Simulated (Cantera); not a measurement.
Feed: 1 mol CH3SiCl3, 0.17 mol C2H2, a varied amount of H2, equilibrated at 1923.15 K and 150 Pa.

These are equilibrium values from Cantera (NASA tables, ideal gas, pure condensed phases), not measurements of a reactor. Candidate condensed phases: C, C6H6, C7H8, C8H18, Si, SiC; 109 gas species. The feed counts by its element totals alone. The numbers say what is thermodynamically allowed, not how fast it happens.

Q: Which condensed phases are stable at each of these points (n(H2) (mol)): 1.3, 3, 7, 16, 38, 87, 200, 470, 1100?

A: 
```
n(H2) (mol)      condensed phases  Si condensed (%)
-----------  --------------------  ----------------
1.3          C(graphite) + SiC(s)              67.7
3            C(graphite) + SiC(s)              78.9
7            C(graphite) + SiC(s)              88.2
16           C(graphite) + SiC(s)              93.4
38           C(graphite) + SiC(s)              95.3
87           C(graphite) + SiC(s)              94.0
200          C(graphite) + SiC(s)              88.8
470          C(graphite) + SiC(s)              75.1
1100                       SiC(s)              40.1
```

From 1.3 mol H2 to 470 mol H2 the condensed part is C(graphite) + SiC(s). At 1100 mol H2 the condensed part is SiC(s).
